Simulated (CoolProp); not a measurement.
Vapour pressure (bar) of n-octane: the reference equation beside estimates from Tc = 295.6 °C, pc = 24.84 bar, ω = 0.398.

Model: reference Helmholtz-energy equation of state, Beckmüller 2019, in CoolProp.

```csv
T (°C),reference,Lee-Kesler,van der Waals,Redlich-Kwong,Soave-Redlich-Kwong,Peng-Robinson
146.35,1.741,1.750,6.467,3.327,1.750,1.740
156.15,2.203,2.217,7.236,3.979,2.219,2.202
165.95,2.753,2.773,8.061,4.717,2.780,2.753
175.75,3.403,3.429,8.943,5.545,3.443,3.405
185.55,4.164,4.196,9.884,6.469,4.221,4.170
195.35,5.048,5.085,10.89,7.494,5.126,5.060
205.15,6.067,6.108,11.95,8.624,6.170,6.088
214.95,7.236,7.279,13.07,9.864,7.366,7.269
224.65,8.553,8.597,14.25,11.21,8.713,8.602
234.45,10.06,10.11,15.50,12.68,10.25,10.13
244.25,11.76,11.81,16.82,14.28,11.99,11.85
254.05,13.68,13.73,18.21,16.00,13.93,13.79
263.85,15.84,15.88,19.66,17.86,16.10,15.97
273.65,18.25,18.30,21.18,19.86,18.50,18.39
```

Absolute difference from the reference over all 14 rows, mean and median: Lee-Kesler 0.6 and 0.6 %, van der Waals 108.8 and 88.8 %, Redlich-Kwong 43.2 and 39.2 %, Soave-Redlich-Kwong 1.5 and 1.6 %, Peng-Robinson 0.4 and 0.4 %.
